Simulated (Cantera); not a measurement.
A perfectly stirred reactor is fed with H2 : O2 : N2 = 1 : 1 : 3.1 (molar parts), equivalence ratio 0.50, at 100000 Pa; it is held at 1150 K, and followed from long to short residence time.

Model: the H2/O2 subset of GRI-Mech 3.0, which has no nitrogen chemistry, integrated in Cantera. The temperature is held fixed by assumption; the heat of reaction is taken as removed at once.

**Question.** What does this change do: O2 1 to 0.33 parts?

**Answer.** 
| quantity | before | after |
|---|---|---|
| x(H2) at τ = 5.20 s | 0.000188 | 0.0829 |
| x(O2) at τ = 5.20 s | 0.109 | 4.19e-5 |
| x(H2O) at τ = 5.20 s | 0.217 | 0.161 |
| x(H) at τ = 5.20 s | 1.30e-7 | 0.000157 |
| x(O) at τ = 5.20 s | 7.72e-7 | 2.67e-8 |
| x(H2) at τ = 17.0 ms | 0.00446 | 0.0830 |
| x(O2) at τ = 17.0 ms | 0.111 | 0.000757 |
| x(H2O) at τ = 17.0 ms | 0.212 | 0.159 |
| x(H) at τ = 17.0 ms | 3.57e-5 | 0.00265 |
| x(O) at τ = 17.0 ms | 7.70e-5 | 8.15e-6 |

**Question.** What does this change do: H2 1 to 4.5 parts?

**Answer.** 
```tsv
quantity	before	after
x(H2) at τ = 5.20 s	0.000188	0.329
x(O2) at τ = 5.20 s	0.109	6.19e-5
x(H2O) at τ = 5.20 s	0.217	0.263
x(H) at τ = 5.20 s	1.30e-7	0.000147
x(O) at τ = 5.20 s	7.72e-7	8.65e-9
x(H2) at τ = 17.0 ms	0.00446	0.329
x(O2) at τ = 17.0 ms	0.111	0.00110
x(H2O) at τ = 17.0 ms	0.212	0.260
x(H) at τ = 17.0 ms	3.57e-5	0.00250
x(O) at τ = 17.0 ms	7.70e-5	2.64e-6
```
